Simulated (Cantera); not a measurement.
A closed system holds: 1 mol Cr, 0.35 mol N2O, 120 mol H2, equilibrated at 2198 K and 0.0360 Torr.

Equilibrium computed with Cantera from the NASA thermochemical tables; the gas is ideal and each condensed phase is pure. Candidate condensed phases: Cr, CrN, Cr2N, Cr2O3, H2O; 29 gas species. Kinetics and transport are ignored.

Base state: H 0.539, H2 0.450, Cr 0.00600, N2 0.00210, H2O 0.00160, OH 0.000266, O 0.000222, CrO 1.76e-5 (mole fractions); condensed: gas only.

### Question
What changes in the equilibrium state with this change: temperature from 2198 K to 1698.15 K?

### Answer
```
species    before    after
-------  --------  -------
H2          0.450    0.966
H           0.539   0.0205
Cr        0.00600  0.00815
O        0.000222  5.29e-8
OH       0.000266  3.11e-6
H2O       0.00160  0.00284
CrO       1.76e-5  1.08e-5
N2        0.00210  0.00285
```
